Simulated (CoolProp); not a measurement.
Properties of hexamethyldisiloxane (MM) along the isotherm 346.85 °C (Tc = 245.6 °C, pc = 1.931 MPa, ω = 0.418).

Computed with CoolProp (reference Helmholtz-energy equation of state, Thol 2016).

| p (MPa) | phase | density (kg/m³) | cv (kJ/(kg K)) | speed of sound (m/s) | Joule-Thomson coefficient (K/MPa) |
|---|---|---|---|---|---|
| 0.966 | gas | 33.62 | 2.228 | 164.4 | 5.839 |
| 1.93 | gas | 74.91 | 2.242 | ? | 6.305 |
| 2.9 | supercritical | 125.9 | ? | 138.9 | ? |
| 3.86 | supercritical | 186.2 | 2.276 | 132.5 | 6.192 |
| 4.83 | supercritical | 251.2 | 2.282 | 138.0 | 4.947 |
| 5.79 | supercritical | 305.3 | 2.278 | 159.1 | 3.342 |
| 6.76 | supercritical | 344.8 | 2.272 | ? | ? |
| 7.72 | supercritical | 373.2 | 2.268 | 214.2 | 1.548 |
| 8.69 | supercritical | 395.3 | ? | 240.0 | 1.124 |
| 9.66 | supercritical | ? | ? | 263.8 | 0.8399 |

Task: Some entries are withheld; supply them.

Result: 
- 1.93, speed of sound (m/s): 150.1
- 2.9, cv (kJ/(kg K)): 2.259
- 2.9, Joule-Thomson coefficient (K/MPa): 6.504
- 6.76, speed of sound (m/s): 186.9
- 6.76, Joule-Thomson coefficient (K/MPa): 2.216
- 8.69, cv (kJ/(kg K)): 2.264
- 9.66, density (kg/m³): 413.1
- 9.66, cv (kJ/(kg K)): 2.262
